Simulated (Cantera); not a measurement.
Sublimation and decomposition of ceramics: Si3N4 + C + N2

A closed system holds: 1 mol Si3N4, 0.011 mol C, 0.85 mol N2, equilibrated at 0.0100 bar.

Cantera equilibrium calculation (NASA polynomials, part measured and part estimated; ideal gas, pure solids and liquids). Candidate condensed phases: C, Si, SiC, Si3N4; 20 gas species. Mutual solubility and eutectic melting of coexisting phases are not modelled. The tables' values for SiN are old estimates; treat these amounts as uncertain. Kinetics and transport are ignored.

```tsv
T (°C)	x N2	x Si	x Si2N	x SiN	n SiC(s)	n Si3N4(s)	n Si(l)
1350	1.000	1.96e-6	3.32e-8	1.55e-7	0.0110	0.996	0
1375	1.000	4.24e-6	8.88e-8	3.07e-7	0.0110	0.996	0
1400	1.000	8.97e-6	2.30e-7	5.95e-7	0.0110	0.996	0
1425	1.000	1.86e-5	5.79e-7	1.13e-6	0.0110	0.996	0
1450	1.000	3.76e-5	1.42e-6	2.11e-6	0.0110	0.996	0
1475	1.000	7.46e-5	3.39e-6	3.87e-6	0.0110	0.996	0
1500	1.000	0.000145	7.88e-6	6.97e-6	0.0110	0.996	0
1525	1.000	0.000277	1.79e-5	1.24e-5	0.0110	0.996	0
1550	1.000	0.000442	2.87e-5	1.83e-5	0.0110	0	2.99
```
x: gas mole fraction; n: condensed amount in mol.

From 1350 °C to 1525 °C the condensed part is SiC(s) + Si3N4(s). At 1550 °C the condensed part is Si(l) + SiC(s). The main Si-bearing gas is Si throughout.
